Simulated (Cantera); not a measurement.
A perfectly stirred reactor is fed with CO : H2 : O2 : N2 = 1 : 0.059 : 0.952 : 5.23 (molar parts), equivalence ratio 0.56, at 10.0 bar; it is adiabatic with a 323 K inlet, and is followed from long to short residence time, starting on the burning branch (τ in s: 0.34, 0.14, 0.055, 0.022, 0.0091, 0.0037, 0.0015, 0.0006, 0.00024, 9.8e-05, 4e-05, 1.6e-05, 6.5e-06).

Cantera simulation using GRI-Mech 3.0 (53 species, 325 reactions); the numbers are that mechanism's predictions, not measurements. The hydrogen kinetics of GRI-Mech 3.0 are dated; newer H2 mechanisms differ, most at raised pressure.

Question: Predict: blow-out, bracketed by the residence times tried; x(CO) at τ = 0.340 s; x(H2) at τ = 0.340 s; x(O2) at τ = 0.340 s; x(CO2) at τ = 0.340 s; x(O) at τ = 0.340 s; x(CO) at τ = 1.50 ms; x(H2) at τ = 1.50 ms; x(O2) at τ = 1.50 ms.

Answer: 
```json
{
 "blow_out_bracketed_by_the_residence_times_tried": "burning at 3.70 ms, out at 1.50 ms",
 "x(CO) at τ = 0.340 s": "0.000290",
 "x(H2) at τ = 0.340 s": "2.13e-6",
 "x(O2) at τ = 0.340 s": "0.0630",
 "x(CO2) at τ = 0.340 s": "0.149",
 "x(O) at τ = 0.340 s": "1.20e-5",
 "x(CO) at τ = 1.50 ms": "0.138",
 "x(H2) at τ = 1.50 ms": "0.00815",
 "x(O2) at τ = 1.50 ms": "0.131"
}
```
